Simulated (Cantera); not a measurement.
A closed system holds: 1 mol SiCl₄, 0.34 mol H₂, equilibrated at 525 K and 17.0 bar.

These are equilibrium values from Cantera (NASA tables, ideal gas, pure condensed phases), not measurements of a reactor. Candidate condensed phases: Si; 19 gas species. Kinetics and transport are ignored.

Base state: SiCl₄ 0.745, H₂ 0.253, HCl 0.000825, SiHCl₃ 0.000825 (mole fractions); condensed: gas only.

Problem. What changes in the equilibrium state with this change: 1.1 mol HF added?

Solution. 
```json
[
 {"species": "HCl", "before": "0.000825", "after": "0.451"},
 {"species": "SiCl₄", "before": "0.745", "after": "0.297"},
 {"species": "H₂", "before": "0.253", "after": "0.139"},
 {"species": "SiF₄", "before": "0", "after": "0.113"},
 {"species": "SiHCl₃", "before": "0.000825", "after": "3.32e-7"}
]
```
